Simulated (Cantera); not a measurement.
Input (Python, Cantera):

```python
import numpy as np
import cantera as ct

gas = ct.Solution("gri30.yaml")
gas.TPX = 348, 500000, {'CH4': 1, 'O2': 2.63, 'N2': 9.89}
inlet = ct.Reservoir(gas, clone=True)
gas.equilibrate("HP")  # start burning
reactor = ct.IdealGasConstPressureReactor(gas, energy="on", clone=False)
exhaust = ct.Reservoir(gas, clone=True)
tau = [0.33, 0.13, 0.054, 0.022, 0.009, 0.0037, 0.0015, 0.00061, 0.00025, 0.0001, 4.2e-05, 1.7e-05, 6.9e-06][0]
for a, b in ((inlet, reactor), (reactor, exhaust)):
    ct.MassFlowController(a, b, mdot=lambda t: reactor.mass / tau)
net = ct.ReactorNet([reactor])
show = ['CH4', 'O2', 'CH2', 'NO', 'H2', 'CO2', 'CH3']

rows = []
print(f"{'tau/s':>10s}{'T/K':>9s}" + "".join(f"{s:>11s}" for s in show))
for tau in [0.33, 0.13, 0.054, 0.022, 0.009, 0.0037, 0.0015, 0.00061, 0.00025, 0.0001, 4.2e-05, 1.7e-05, 6.9e-06]:
    net.initial_time = 0.0
    net.advance(30 * tau)
    before = gas.X
    net.advance(40 * tau)
    drift = np.max(np.abs(gas.X - before) / (gas.X + 1e-9))
    rows.append([gas.T, *gas[show].X, drift])
    print(f"{tau:10.3e}{gas.T:9.1f}" + "".join(f"{x:11.3e}" for x in gas[show].X))
```

It prints:

```
     tau/s      T/K        CH4         O2        CH2         NO         H2        CO2        CH3
 3.300e-01   1978.9  9.631e-07  4.621e-02  5.994e-09  4.258e-04  8.182e-05  7.373e-02  2.975e-07
 1.300e-01   1978.9  2.332e-06  4.634e-02  1.510e-08  2.072e-04  9.063e-05  7.369e-02  7.236e-07
 5.400e-02   1978.0  5.147e-06  4.641e-02  3.566e-08  1.097e-04  1.093e-04  7.360e-02  1.606e-06
 2.200e-02   1975.7  1.083e-05  4.650e-02  8.407e-08  6.511e-05  1.499e-04  7.342e-02  3.397e-06
 9.000e-03   1971.3  2.121e-05  4.665e-02  1.914e-07  4.573e-05  2.296e-04  7.305e-02  6.633e-06
 3.700e-03   1963.5  3.959e-05  4.693e-02  4.173e-07  3.682e-05  3.754e-04  7.239e-02  1.213e-05
 1.500e-03   1950.0  7.361e-05  4.748e-02  8.799e-07  3.151e-05  6.342e-04  7.119e-02  2.152e-05
 6.100e-04   1927.5  1.387e-04  4.855e-02  1.760e-06  2.690e-05  1.063e-03  6.907e-02  3.763e-05
 2.500e-04   1890.3  2.748e-04  5.057e-02  3.330e-06  2.181e-05  1.731e-03  6.539e-02  6.687e-05
 1.000e-04   1822.4  6.581e-04  5.502e-02  6.234e-06  1.450e-05  2.775e-03  5.813e-02  1.350e-04
 4.200e-05    348.0  7.396e-02  1.945e-01 -4.166e-34  3.597e-20  4.332e-17  3.020e-16  4.657e-20
 1.700e-05    348.0  7.396e-02  1.945e-01  7.874e-36  2.094e-23  2.521e-20  1.758e-19  2.711e-23
 6.900e-06    348.0  7.396e-02  1.945e-01  1.428e-36  1.323e-24  1.593e-21  1.110e-20  1.712e-24
```

Computed with Cantera and GRI-Mech 3.0 (53 species, 325 reactions).
